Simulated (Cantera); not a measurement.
Feed: 1 mol Al2O3, 16 mol Cl2, at 0.910 bar.

Method: chemical equilibrium by Gibbs-energy minimisation in Cantera with the NASA 1993 tables (ideal gas, pure condensed phases). Candidate condensed phases: Al, AlCl3, Al2O3; 17 gas species. The numbers say what is thermodynamically allowed, not how fast it happens.

Question: What share of the Al ends up in condensed phases as a function of T (°C), at 825, 850, 875, 900, 925, 950, 975, 1000, 1025, 1050, 1075, 1100, 1125, 1150?

Answer: 
```json
[
 {"T (°C)": "825", "Al condensed (%)": "99.8", "as": "Al2O3(s)"},
 {"T (°C)": "850", "Al condensed (%)": "99.8", "as": "Al2O3(s)"},
 {"T (°C)": "875", "Al condensed (%)": "99.7", "as": "Al2O3(s)"},
 {"T (°C)": "900", "Al condensed (%)": "99.5", "as": "Al2O3(s)"},
 {"T (°C)": "925", "Al condensed (%)": "99.4", "as": "Al2O3(s)"},
 {"T (°C)": "950", "Al condensed (%)": "99.2", "as": "Al2O3(s)"},
 {"T (°C)": "975", "Al condensed (%)": "98.9", "as": "Al2O3(s)"},
 {"T (°C)": "1000", "Al condensed (%)": "98.6", "as": "Al2O3(s)"},
 {"T (°C)": "1025", "Al condensed (%)": "98.1", "as": "Al2O3(s)"},
 {"T (°C)": "1050", "Al condensed (%)": "97.6", "as": "Al2O3(s)"},
 {"T (°C)": "1075", "Al condensed (%)": "97.0", "as": "Al2O3(s)"},
 {"T (°C)": "1100", "Al condensed (%)": "96.3", "as": "Al2O3(s)"},
 {"T (°C)": "1125", "Al condensed (%)": "95.4", "as": "Al2O3(s)"},
 {"T (°C)": "1150", "Al condensed (%)": "94.3", "as": "Al2O3(s)"}
]
```
